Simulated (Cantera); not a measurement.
An isothermal, constant-pressure homogeneous reactor starts with N2O : N2 = 1 : 0.89 (molar parts), at 1200 K and 0.290 bar. Integrator tolerance rtol = 1e-08.

Computed with Cantera and GRI-Mech 3.0 (53 species, 325 reactions). GRI-Mech 3.0 was tuned for natural gas; its chemistry of N2O as a main component is partial and can be far from experiment. The mechanism lacks the step 2 NO + O2 → 2 NO2, which can matter for NO2 below about 1400 K. The temperature is held fixed by assumption; the heat of reaction is taken as removed at once.

| quantity | before | after |
|---|---|---|
| x(N2O) at 7.00 s | 0.141 (gas-phase equilibrium 7.43e-9) | 0.521 (gas-phase equilibrium 1.39e-9) |
| x(N2) at 7.00 s | 0.690 (gas-phase equilibrium 0.791) | 0.476 (gas-phase equilibrium 0.791) |
| x(NO2) at 7.00 s | 0.000101 (gas-phase equilibrium 1.78e-6) | 1.02e-6 (gas-phase equilibrium 9.07e-7) |
| x(O2) at 7.00 s | 0.138 (gas-phase equilibrium 0.209) | 0.00320 (gas-phase equilibrium 0.209) |
| x(O) at 7.00 s | 1.33e-6 (gas-phase equilibrium 2.14e-8) | 4.11e-8 (gas-phase equilibrium 1.34e-10) |

Question: Which change was made?
A. pressure from 0.290 bar to 135 Torr
B. temperature 1200 to 1000 K
C. temperature 1200 to 1248 K
D. pressure from 0.290 bar to 14.3 Torr

Answer: B, temperature 1200 to 1000 K
